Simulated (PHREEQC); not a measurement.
A column of 0.1 m (40 cells, dispersivity 0.005 m, 300 s a shift, diffusion coefficient 3e-10 m²/s) holds 0.0071 eq of the database's cation exchanger X per kg of pore water, first in equilibrium with 0.00085 mol CuCl2, 0.013 mol ZnSO4 and 1e-05 mol HCl per kg of water. It is flushed with 0.0016 mol MnCl2 and 1e-05 mol HCl per kg of water, at 25 °C. Values are for the last cell. No CO2 enters from the air. No solid was allowed to form.

Model: ion-association model, phreeqc.dat, run in PHREEQC.

```csv
pore volumes,S in solution (mol/kgw),Mn in solution (mol/kgw),Cu in solution (mol/kgw),Zn in solution (mol/kgw)
0,0.0130,0,0.000850,0.0130
0.2375,0.0130,1.86e-11,0.000850,0.0130
0.6875,0.0111,5.97e-5,0.000737,0.0113
0.9125,0.00722,0.000176,0.000505,0.00772
1.137,0.00370,0.000246,0.000296,0.00455
1.587,0.000645,0.000295,0.000112,0.00180
1.812,0.000240,0.000348,8.34e-5,(withheld)
2.038,(withheld),0.000429,6.69e-5,0.00118
2.487,9.93e-6,0.000629,4.55e-5,0.000935
2.712,3.30e-6,0.000729,3.75e-5,0.000837
2.938,1.08e-6,0.000823,3.07e-5,0.000747
3.388,1.15e-7,0.000987,2.03e-5,0.000593
3.612,3.69e-8,(withheld),1.64e-5,0.000527
4.062,3.80e-9,0.00117,1.07e-5,0.000415
4.287,(withheld),0.00122,8.58e-6,0.000368
4.513,3.87e-10,0.00127,6.89e-6,0.000325
4.963,3.93e-11,0.00134,4.42e-6,0.000253
5.188,1.25e-11,0.00137,3.53e-6,0.000223
5.412,3.98e-12,0.00140,2.82e-6,0.000196
5.862,4.01e-13,(withheld),1.78e-6,0.000151
6.088,1.27e-13,0.00147,(withheld),0.000132
6.312,4.05e-14,0.00148,(withheld),0.000115
6.763,0,0.00151,6.97e-7,8.68e-5
6.987,0,0.00152,5.49e-7,7.52e-5
```

### Question
Complete the blanks.

### Answer

- 1.812, Zn in solution (mol/kgw): 0.00139
- 2.038, S in solution (mol/kgw): 8.53e-5
- 3.612, Mn in solution (mol/kgw): 0.00106
- 4.287, S in solution (mol/kgw): 1.21e-9
- 5.862, Mn in solution (mol/kgw): 0.00145
- 6.088, Cu in solution (mol/kgw): 1.41e-6
- 6.312, Cu in solution (mol/kgw): 1.12e-6

Complexes and solids missing from the database can't appear.
